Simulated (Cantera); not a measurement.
Input (Python, Cantera) and output of one run.

```python
import numpy as np
import cantera as ct

gas_names = [...]  # 151 gases of nasa_gas.yaml made of C, H, N, O, Si
cond_names = """
    C(gr) C6H6(L) C7H8(L) C8H18(L),n-octa H2O(s) H2O(L) Si(cr) Si(L) SiC(b) SiO2(Lqz) SiO2(hqz) SiO2(L)
    Si2N2O(s) Si3N4(a)
""".split()


# ... load() reads the species with a 1 bar reference pressure and builds the phases ...
atoms = {
    'HMDSO': {'Si': 2, 'C': 6, 'H': 18, 'O': 1},
    'N2O': {'N': 2, 'O': 1},
}
top_T = {'C(gr)': 4500, 'SiC(b)': 3050, 'Si2N2O(s)': 2100, 'Si3N4(a)': 2400}  # K; cautious upper limits of use, not melting points


# ... equilibrate(T, P, feed) seeds the gas with the atoms and calls Mixture.equilibrate('TP', solver="vcs", rtol=1e-11, max_steps=5000) ...
results = []
feed = {'HMDSO': 1, 'N2O': 0.11}  # mol
P = 21  # Pa
for T in [948, 998, 1048, 1098, 1148, 1198, 1248, 1298, 1348, 1398, 1448, 1498, 1548, 1598]:
    mix = equilibrate(T, P, feed)
    results.append((T, P, feed, dict(zip(mix.species_names, mix.species_moles))))
    x = sorted(zip(gas.X, gas.species_names), reverse=True)
    print(f"T = {T:g} K  P = {P:g} Pa  gas = {mix.phase_moles(0):.4g} mol")
    print("   x: " + "  ".join(f"{s} {v:.3e}" for v, s in x if v > 0.001))
    print("   condensed (mol): " + ("  ".join(f"{mix.phase(i).name} {mix.phase_moles(i):.4g}"
          for i in range(1, mix.n_phases) if mix.phase_moles(i) > 1e-12) or "none"))
```

Result:

```
T = 948 K  P = 21 Pa  gas = 9 mol
   x: H2 9.999e-01
   condensed (mol): C(gr) 4.719  SiC(b) 1.28  SiO2(hqz) 0.4996  Si2N2O(s) 0.11
T = 998 K  P = 21 Pa  gas = 9.005 mol
   x: H2 9.994e-01
   condensed (mol): C(gr) 4.712  SiC(b) 1.282  SiO2(hqz) 0.4975  Si2N2O(s) 0.11
T = 1048 K  P = 21 Pa  gas = 9.029 mol
   x: H2 9.968e-01  CO 3.171e-03
   condensed (mol): C(gr) 4.677  SiC(b) 1.294  SiO2(hqz) 0.4857  Si2N2O(s) 0.11
T = 1098 K  P = 21 Pa  gas = 9.142 mol
   x: H2 9.845e-01  CO 1.548e-02
   condensed (mol): C(gr) 4.507  SiC(b) 1.351  SiO2(hqz) 0.4293  Si2N2O(s) 0.1099
T = 1148 K  P = 21 Pa  gas = 9.634 mol
   x: H2 9.342e-01  CO 6.570e-02
   condensed (mol): C(gr) 3.77  SiC(b) 1.597  SiO2(hqz) 0.1837  Si2N2O(s) 0.1094
T = 1198 K  P = 21 Pa  gas = 10.02 mol
   x: H2 8.986e-01  CO 1.006e-01
   condensed (mol): C(gr) 3.198  SiC(b) 1.795  Si2N2O(s) 0.1023
T = 1248 K  P = 21 Pa  gas = 10.22 mol
   x: H2 8.806e-01  CO 1.085e-01  N2 1.076e-02
   condensed (mol): C(gr) 2.891  SiC(b) 1.999
T = 1298 K  P = 21 Pa  gas = 10.22 mol
   x: H2 8.805e-01  CO 1.085e-01  N2 1.075e-02
   condensed (mol): C(gr) 2.891  SiC(b) 1.999
T = 1348 K  P = 21 Pa  gas = 10.22 mol
   x: H2 8.805e-01  CO 1.085e-01  N2 1.075e-02
   condensed (mol): C(gr) 2.892  SiC(b) 1.999
T = 1398 K  P = 21 Pa  gas = 10.22 mol
   x: H2 8.803e-01  CO 1.085e-01  N2 1.074e-02
   condensed (mol): C(gr) 2.892  SiC(b) 1.999
T = 1448 K  P = 21 Pa  gas = 10.22 mol
   x: H2 8.800e-01  CO 1.084e-01  N2 1.072e-02
   condensed (mol): C(gr) 2.893  SiC(b) 1.998
T = 1498 K  P = 21 Pa  gas = 10.23 mol
   x: H2 8.795e-01  CO 1.083e-01  N2 1.071e-02  H 1.112e-03
   condensed (mol): C(gr) 2.893  SiC(b) 1.998
T = 1548 K  P = 21 Pa  gas = 10.23 mol
   x: H2 8.787e-01  CO 1.082e-01  N2 1.068e-02  H 1.992e-03
   condensed (mol): C(gr) 2.894  SiC(b) 1.997
T = 1598 K  P = 21 Pa  gas = 10.24 mol
   x: H2 8.773e-01  CO 1.081e-01  N2 1.064e-02  H 3.440e-03
   condensed (mol): C(gr) 2.894  SiC(b) 1.997
```

Equilibrium computed with Cantera from the NASA thermochemical tables; the gas is ideal and each condensed phase is pure. The feed counts by its element totals alone. Mutual solubility and eutectic melting of coexisting phases are not modelled. The tables hold silica as quartz up to 1696 K and as liquid above; real silica turns to tridymite and cristobalite and melts near 1996 K.
